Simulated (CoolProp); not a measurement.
A simple Rankine cycle with n-perfluorobutane: condensing at 293.15 K, boiler at 1.5 MPa, turbine inlet 405.1 K, turbine efficiency 0.9, pump efficiency 0.6, no recuperator. Each further row changes one setting.

The numbers come from the reference Helmholtz-energy equation of state, Gao 2022 in CoolProp.

```
case                             thermal efficiency (%)  net work (kJ/kg)  heat in (kJ/kg)  turbine exit temperature (K)  volume ratio over the turbine
-------------------------------  ----------------------  ----------------  ---------------  ----------------------------  -----------------------------
as stated                                          10.6               [?]              182                         373.2                           7.42
turbine inlet 425.1 K                              10.2              20.8              203                         393.5                           7.12
condensing temperature 285.15 K                    11.7              22.3              191                         369.5                           9.76
boiler pressure 1.05 MPa                            8.8               [?]              187                         380.8                           4.87
turbine efficiency 0.8                              [?]              17.0              182                         375.7                           7.48
```

Task: Fill in the missing entries.

Result: 
- as stated, net work (kJ/kg): 19.3
- boiler pressure 1.05 MPa, net work (kJ/kg): 16.5
- turbine efficiency 0.8, thermal efficiency (%): 9.3
